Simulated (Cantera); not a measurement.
A Cantera script and what it prints.

```python
import numpy as np
import cantera as ct

gas_names = [...]  # 116 gases of nasa_gas.yaml made of C, H, Mg, O
cond_names = """
    C(gr) C6H6(L) C7H8(L) C8H18(L),n-octa H2O(s) H2O(L) Mg(cr) Mg(L) MgCO3(s) MgO(s) MgO(L) MgO2H2(s)
""".split()


# ... load() reads the species with a 1 bar reference pressure and builds the phases ...
atoms = {
    'MgO': {'Mg': 1, 'O': 1},
    'C': {'C': 1},
    'H2': {'H': 2},
}
top_T = {'C(gr)': 4500}  # K; cautious upper limits of use, not melting points


# ... equilibrate(T, P, feed) seeds the gas with the atoms and calls Mixture.equilibrate('TP', solver="vcs", rtol=1e-11, max_steps=5000) ...
results = []
feed = {'MgO': 1, 'C': 5.5, 'H2': 0.31}  # mol
P = 11  # Pa
for T in [823, 923, 1023, 1123, 1223, 1323, 1423, 1523, 1623, 1723, 1823]:
    mix = equilibrate(T, P, feed)
    results.append((T, P, feed, dict(zip(mix.species_names, mix.species_moles))))
    x = sorted(zip(gas.X, gas.species_names), reverse=True)
    print(f"T = {T:g} K  P = {P:g} Pa  gas = {mix.phase_moles(0):.4g} mol")
    print("   x: " + "  ".join(f"{s} {v:.3e}" for v, s in x if v > 0.0001))
    print("   condensed (mol): " + ("  ".join(f"{mix.phase(i).name} {mix.phase_moles(i):.4g}"
          for i in range(1, mix.n_phases) if mix.phase_moles(i) > 1e-12) or "none"))
```

Result:

```
T = 823 K  P = 11 Pa  gas = 0.31 mol
   x: H2 9.999e-01  CH4 1.026e-04
   condensed (mol): C(gr) 5.5  MgO(s) 1
T = 923 K  P = 11 Pa  gas = 0.31 mol
   x: H2 1.000e+00
   condensed (mol): C(gr) 5.5  MgO(s) 1
T = 1023 K  P = 11 Pa  gas = 0.31 mol
   x: H2 9.999e-01
   condensed (mol): C(gr) 5.5  MgO(s) 1
T = 1123 K  P = 11 Pa  gas = 0.311 mol
   x: H2 9.968e-01  CO 1.577e-03  Mg 1.577e-03
   condensed (mol): C(gr) 5.5  MgO(s) 0.9995
T = 1223 K  P = 11 Pa  gas = 0.3259 mol
   x: H2 9.511e-01  CO 2.444e-02  Mg 2.444e-02
   condensed (mol): C(gr) 5.492  MgO(s) 0.992
T = 1323 K  P = 11 Pa  gas = 0.6162 mol
   x: H2 5.030e-01  CO 2.484e-01  Mg 2.484e-01  H 1.072e-04
   condensed (mol): C(gr) 5.347  MgO(s) 0.8469
T = 1423 K  P = 11 Pa  gas = 2.31 mol
   x: CO 4.329e-01  Mg 4.328e-01  H2 1.341e-01  H 2.319e-04
   condensed (mol): C(gr) 4.5
T = 1523 K  P = 11 Pa  gas = 2.311 mol
   x: CO 4.327e-01  Mg 4.327e-01  H2 1.337e-01  H 8.059e-04
   condensed (mol): C(gr) 4.5
T = 1623 K  P = 11 Pa  gas = 2.313 mol
   x: CO 4.324e-01  Mg 4.324e-01  H2 1.328e-01  H 2.402e-03
   condensed (mol): C(gr) 4.5
T = 1723 K  P = 11 Pa  gas = 2.317 mol
   x: CO 4.315e-01  Mg 4.315e-01  H2 1.306e-01  H 6.284e-03
   condensed (mol): C(gr) 4.5
T = 1823 K  P = 11 Pa  gas = 2.327 mol
   x: CO 4.297e-01  Mg 4.297e-01  H2 1.259e-01  H 1.465e-02
   condensed (mol): C(gr) 4.5
```

Cantera equilibrium calculation (NASA polynomials, part measured and part estimated; ideal gas, pure solids and liquids). The tables' values for MgH are old estimates; treat these amounts as uncertain.
